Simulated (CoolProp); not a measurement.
Vapour-liquid equilibrium of toluene (1) + n-decane (2) at 840 kPa; x and y are mole fractions of (1).

Computed with CoolProp (multi-fluid Helmholtz-energy mixture model, Lemmon 2006 and Lemmon 2006; pair parameters Bell 2016).

```
x      bubble temperature, mixture model (°C)  bubble temperature, Raoult's law (°C)  y, mixture model  y, Raoult's law
-----  --------------------------------------  -------------------------------------  ----------------  ---------------
0.05                                    275.8                                  274.4             0.099            0.140
0.125                                   268.4                                  265.8             0.239            0.311
0.2                                     261.0                                  258.1             0.367            0.447
0.275                                   253.9                                  251.1             0.479            0.556
0.35                                    247.1                                  244.7             0.576            0.645
0.425                                   240.8                                  238.9             0.658            0.718
0.5                                     235.1                                  233.6             0.727            0.778
0.575                                   229.8                                  228.6             0.785            0.828
0.65                                    224.9                                  224.0             0.835            0.871
0.725                                   220.4                                  219.8             0.878            0.907
0.8                                     216.3                                  215.8             0.916            0.937
0.875                                   212.4                                  212.1             0.950            0.964
0.95                                    208.8                                  208.7             0.981            0.987
```

The largest gap from Raoult's law is +2.9 K in bubble temperature, at x = 0.2. No azeotrope shows between x = 0.05 and 0.95.

Pair parameters are fitted to limited data, so mixtures are less certain than the pure fluids.
